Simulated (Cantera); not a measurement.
Feed: 1 mol SrCl2, 4.5 mol O2, 410 mol N2, held at 0.950 bar.

Method: chemical equilibrium by Gibbs-energy minimisation in Cantera with the NASA 1993 tables (ideal gas, pure condensed phases). Candidate condensed phases: Sr, SrCl2, SrO; 16 gas species. Condensed phases not in the tables: oxide chlorides. Kinetics and transport are ignored. All values below are at 1577 °C.

Base state: N2 0.986, O2 0.0102, SrCl2 0.00233, NO 0.00121, Cl 0.000151, O 2.00e-5 (mole fractions); condensed: SrO(s).

### Question
What changes in the equilibrium state with this change: pressure from 0.950 bar to 0.100 bar?

### Answer
| species | before | after |
|---|---|---|
| N2 | 0.986 | 0.986 |
| O2 | 0.0102 | 0.0101 |
| SrCl2 | 0.00233 | 0.00227 |
| Cl | 0.000151 | 0.000262 |
| O | 2.00e-5 | 6.14e-5 |
| NO | 0.00121 | 0.00120 |
| SrO(s), mol | 0.0315 | 0.0542 |
